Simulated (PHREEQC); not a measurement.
Synthetic water in mg/kgw, 45 °C, pH 6.58:

| constituent | mg/kgw |
|---|---|
| Na | 10800 |
| K | 4410 |
| Ca | 93.9 |
| Mg | 494 |
| Cl | 21100 |
| S(6) as SO4 | 1260 |
| Alkalinity as HCO3 | 4.49e-05 |

Valence states are taken as typed.

The numbers come from PHREEQC with the Pitzer model, pitzer.dat.

Precipitation was switched off in this run.

**Question.** Order these C species by the share of C that they hold, largest first: CO3-2, HCO3-, CO2.

**Answer.** HCO3- (78 %), CO2 (22 %), CO3-2 (0.11 %)

The ionic strength is 0.660 mol/kgw. Constants without temperature data keep their 25 °C values here.
